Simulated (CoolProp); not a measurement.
A Linde-Hampson liquefier for carbon monoxide: isothermal reversible compression at 300 K from 1 atm to 25 MPa, throttling to 1 atm, return gas leaving the recuperator 2 K below the feed. Each further row changes one setting.

Model: reference Helmholtz-energy equation of state, Lemmon 2006, in CoolProp. It is a short technical equation, of lower accuracy than the large ones.

| case | liquid yield per pass | compression work (kJ/kg of gas) |
|---|---|---|
| as stated | ___ | 491 |
| high pressure 50 MPa | ___ | ___ |
| warm-end temperature 330 K | ___ | ___ |
| warm-end gap 7 K | ___ | 491 |

**Question.** Complete the blanks.

**Answer.** 
- as stated, liquid yield per pass: 0.091
- high pressure 50 MPa, liquid yield per pass: 0.097
- high pressure 50 MPa, compression work (kJ/kg of gas): 565
- warm-end temperature 330 K, liquid yield per pass: 0.066
- warm-end temperature 330 K, compression work (kJ/kg of gas): 544
- warm-end gap 7 K, liquid yield per pass: 0.080
